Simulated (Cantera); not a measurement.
**Fe + H2O + H2 (chemical vapour transport)**

Input: 1 mol Fe, a varied amount of H2O, 1.9 mol H2, at 1100 K and 1.00 bar.

Method: chemical equilibrium by Gibbs-energy minimisation in Cantera with the NASA 1993 tables (ideal gas, pure condensed phases). Candidate condensed phases: Fe, FeO, Fe(OH)2, Fe(OH)3, Fe2O3, Fe3O4, H2O; 12 gas species. Mutual solubility and eutectic melting of coexisting phases are not modelled. The tables' stoichiometric FeO is somewhat more stable than real wüstite, so its field is too wide. FeO: taken at fixed stoichiometry. The numbers say what is thermodynamically allowed, not how fast it happens.

From 0.26 mol H2O to 0.37 mol H2O the condensed part is Fe(α). From 0.44 mol H2O to 1.5 mol H2O the condensed part is Fe(α) + FeO(s). From 1.8 mol H2O to 2.1 mol H2O the condensed part is FeO(s).

```json
[
 {"n(H2O) (mol)": "0.26", "log p H2": "-0.06", "log p H2O": "-0.92", "log p H": "-7.62", "log p Fe(OH)2": "-8.23", "n Fe(α)": "1.00", "n FeO(s)": "0"},
 {"n(H2O) (mol)": "0.31", "log p H2": "-0.07", "log p H2O": "-0.85", "log p H": "-7.62", "log p Fe(OH)2": "-8.08", "n Fe(α)": "1.00", "n FeO(s)": "0"},
 {"n(H2O) (mol)": "0.37", "log p H2": "-0.08", "log p H2O": "-0.79", "log p H": "-7.63", "log p Fe(OH)2": "-7.94", "n Fe(α)": "1.00", "n FeO(s)": "0"},
 {"n(H2O) (mol)": "0.44", "log p H2": "-0.09", "log p H2O": "-0.73", "log p H": "-7.63", "log p Fe(OH)2": "-7.82", "n Fe(α)": "0.992", "n FeO(s)": "0.00840"},
 {"n(H2O) (mol)": "0.52", "log p H2": "-0.09", "log p H2O": "-0.73", "log p H": "-7.63", "log p Fe(OH)2": "-7.82", "n Fe(α)": "0.926", "n FeO(s)": "0.0736"},
 {"n(H2O) (mol)": "0.62", "log p H2": "-0.09", "log p H2O": "-0.73", "log p H": "-7.63", "log p Fe(OH)2": "-7.82", "n Fe(α)": "0.845", "n FeO(s)": "0.155"},
 {"n(H2O) (mol)": "0.74", "log p H2": "-0.09", "log p H2O": "-0.73", "log p H": "-7.63", "log p Fe(OH)2": "-7.82", "n Fe(α)": "0.747", "n FeO(s)": "0.253"},
 {"n(H2O) (mol)": "0.88", "log p H2": "-0.09", "log p H2O": "-0.73", "log p H": "-7.63", "log p Fe(OH)2": "-7.82", "n Fe(α)": "0.633", "n FeO(s)": "0.367"},
 {"n(H2O) (mol)": "1", "log p H2": "-0.09", "log p H2O": "-0.73", "log p H": "-7.63", "log p Fe(OH)2": "-7.82", "n Fe(α)": "0.535", "n FeO(s)": "0.465"},
 {"n(H2O) (mol)": "1.2", "log p H2": "-0.09", "log p H2O": "-0.73", "log p H": "-7.63", "log p Fe(OH)2": "-7.82", "n Fe(α)": "0.372", "n FeO(s)": "0.628"},
 {"n(H2O) (mol)": "1.5", "log p H2": "-0.09", "log p H2O": "-0.73", "log p H": "-7.63", "log p Fe(OH)2": "-7.82", "n Fe(α)": "0.127", "n FeO(s)": "0.873"},
 {"n(H2O) (mol)": "1.8", "log p H2": "-0.11", "log p H2O": "-0.67", "log p H": "-7.64", "log p Fe(OH)2": "-7.76", "n Fe(α)": "0", "n FeO(s)": "1.00"},
 {"n(H2O) (mol)": "2.1", "log p H2": "-0.14", "log p H2O": "-0.56", "log p H": "-7.66", "log p Fe(OH)2": "-7.65", "n Fe(α)": "0", "n FeO(s)": "1.00"}
]
```
log p: log10 of the partial pressure in bar; n: condensed amount in mol.
